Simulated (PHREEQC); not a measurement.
Make-up at 25 °C: 0.29 mol LiBr, 0.29 mol MnCl2 and 0.15 mol KBr per kg of water. Closed to the air; pH follows from the charge balance.

Computed with PHREEQC (ion-association model, phreeqc.dat).

Each row changes one thing in this solution. Precipitation was switched off in this run.

```csv
case,pH,ionic strength (mol/kgw)
as made,5.96,1.14
KBr left out,5.95,0.983
MnCl2 replaced by CdCl2 at the same molality,5.39,0.640
MnCl2 from 0.29 to 0.058 mol/kgw,?,?
KBr from 0.15 to 0.225 mol/kgw,5.96,1.21
MnCl2 left out,6.96,0.440
temperature from 25 to 50 °C,5.56,1.15
temperature from 25 to 85 °C,5.10,1.16
LiBr from 0.29 to 0.058 mol/kgw,5.95,0.897
```

Q: Fill in the missing entries.

A: 
- MnCl2 from 0.29 to 0.058 mol/kgw, pH: 6.22
- MnCl2 from 0.29 to 0.058 mol/kgw, ionic strength (mol/kgw): 0.603

The ionic strength passes 0.7 mol/kgw, the rough limit of the ion-association models, in as made; KBr left out; KBr from 0.15 to 0.225 mol/kgw; temperature from 25 to 50 °C; temperature from 25 to 85 °C; LiBr from 0.29 to 0.058 mol/kgw. Species that the database lacks are ignored. Constants without temperature data keep their 25 °C values here.
